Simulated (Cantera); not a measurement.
A perfectly stirred reactor is fed with CO : H2 : O2 : N2 = 1 : 0.34 : 1.14 : 4.27 (molar parts), equivalence ratio 0.59, at 9000 Torr; it is adiabatic with a 748 K inlet, and is followed from long to short residence time, starting on the burning branch (τ in s: 0.047, 0.02, 0.0087, 0.0037, 0.0016, 0.0007, 0.0003, 0.00013, 5.6e-05).

Model: GRI-Mech 3.0 (53 species, 325 reactions), integrated in Cantera. The hydrogen kinetics of GRI-Mech 3.0 are dated; newer H2 mechanisms differ, most at raised pressure. The pressure lies above the range GRI-Mech 3.0 was tuned for (to about 10 atm).

**Question.** Predict: blow-out, bracketed by the residence times tried; x(CO) at τ = 47.0 ms; x(H2) at τ = 47.0 ms; x(O2) at τ = 47.0 ms; x(OH) at τ = 47.0 ms; x(NO) at τ = 47.0 ms; x(CO) at τ = 1.60 ms; x(H2) at τ = 1.60 ms; x(O2) at τ = 1.60 ms; x(OH) at τ = 1.60 ms; x(NO) at τ = 1.60 ms.

**Answer.** 
```json
{
 "blow_out_bracketed_by_the_residence_times_tried": "burning at 56.0 µs, the shortest tried",
 "x(CO) at τ = 47.0 ms": "0.00164",
 "x(H2) at τ = 47.0 ms": "9.91e-5",
 "x(O2) at τ = 47.0 ms": "0.0751",
 "x(OH) at τ = 47.0 ms": "0.00196",
 "x(NO) at τ = 47.0 ms": "0.00461",
 "x(CO) at τ = 1.60 ms": "0.00395",
 "x(H2) at τ = 1.60 ms": "0.000201",
 "x(O2) at τ = 1.60 ms": "0.0780",
 "x(OH) at τ = 1.60 ms": "0.00258",
 "x(NO) at τ = 1.60 ms": "0.000512"
}
```
